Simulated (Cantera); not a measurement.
A perfectly stirred reactor is fed with NH3 : N2 = 1 : 11 (molar parts), at 9.75 Torr; it is held at 2225 K, and followed from long to short residence time.

Computed with Cantera and the gas-phase N/H chemistry of the illustrative SiF4/NH3 mechanism in the Surface Chemkin manual (1991). Walls and surfaces, which speed up NH3 decomposition in real reactors, are not modelled.

Q: Predict: x(NH3) at τ = 27.0 s; x(H) at τ = 27.0 s; x(NH2) at τ = 27.0 s; x(N2) at τ = 27.0 s; x(NH3) at τ = 0.380 s; x(H) at τ = 0.380 s; x(NH2) at τ = 0.380 s; x(N2) at τ = 0.380 s.

A: 
```json
{
  "x(NH3) at τ = 27.0 s": "0.000351",
  "x(H) at τ = 27.0 s": "0.00196",
  "x(NH2) at τ = 27.0 s": "1.87e-5",
  "x(N2) at τ = 27.0 s": "0.884",
  "x(NH3) at τ = 0.380 s": "0.0267",
  "x(H) at τ = 0.380 s": "0.000368",
  "x(NH2) at τ = 0.380 s": "0.000382",
  "x(N2) at τ = 0.380 s": "0.895"
}
```
